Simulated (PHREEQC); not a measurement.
A made-up water analysis in mg/L, 87 °C, pH 3.8, pe 11.2:

| constituent | mg/L |
|---|---|
| Na | 166 |
| K | 2.88 |
| Ca | 58.8 |
| Mg | 195 |
| Cl | 175 |
| S(6) as SO4 | 1070 |
| Fe(3) | 5.36 |

Valence states are taken as typed.

The numbers come from PHREEQC with the ion-association model, wateq4f.dat.

```tsv
quantity	before	after
ionic strength (mol/kgw)	0.0268	0.0909
SO4-2 (mol/kgw)	0.00573	0.0188
MgSO4 (mol/kgw)	0.00454	0.0217
Mg+2 (mol/kgw)	0.00349	0.0106
Ca+2 (mol/kgw)	0.000999	0.00343
CaSO4 (mol/kgw)	0.000469	0.00247
SI of Gypsum (CaSO4:2H2O)	-1.06	-0.33
SI of Jarosite-K (KFe3(SO4)2(OH)6)	+1.95	+4.81
```

Problem. Name the change that produced these shifts.
A) Na from 166 to 498 mg/L
B) Mg from 195 to 97.5 mg/L
C) all concentrations times 4 at the same typed pH

Solution. C, all concentrations times 4 at the same typed pH

Precipitation was switched off in this run. Some of these states are supersaturated (in Jarosite-K, Jarosite-Na, for instance). Away from 25 °C the constants follow the database's enthalpies or fits; those with neither stay at their 25 °C values.
